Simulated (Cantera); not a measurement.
A perfectly stirred reactor is fed with 10.1 % CH₄, 0.719 % CO, 18.7 % O₂, 70.4 % N₂, at 100000 Pa; it is adiabatic with a 525 K inlet, and is followed from long to short residence time, starting on the burning branch (τ in s: 0.043, 0.017, 0.0067, 0.0027, 0.0011, 0.00042, 0.00017, 6.6e-05, 2.6e-05).

Detailed kinetics in Cantera: GRI-Mech 3.0 (53 species, 325 reactions).

x: mole fraction; the columns are a selection and need not sum to one.

```
τ (s)    T (K)     x CH₄     x CO     x O₂        x OH   x H₂O
-------  -----  --------  -------  -------  ----------  ------
0.043     2316   6.22e-6   0.0311  0.00256  (withheld)   0.182
0.017     2293   1.22e-5   0.0323  0.00357  (withheld)   0.180
0.0067    2258   2.31e-5   0.0342  0.00512  (withheld)   0.177
0.0027    2209   4.37e-5   0.0366  0.00717  (withheld)   0.173
0.0011    2150   8.58e-5   0.0392  0.00967     0.00816   0.169
0.00042   2078  0.000191   0.0425   0.0129     0.00879   0.164
0.00017   2006  0.000456   0.0466   0.0169     0.00870   0.160
6.6e-5    1912   0.00151   0.0557   0.0258  (withheld)   0.155
2.6e-5     525     0.101  0.00719    0.187      <1e-12  <1e-12
```

Question: Complete the blanks.

Answer: 
- 0.043, x OH: 0.00433
- 0.017, x OH: 0.00510
- 0.0067, x OH: 0.00612
- 0.0027, x OH: 0.00720
- 6.6e-5, x OH: 0.00697
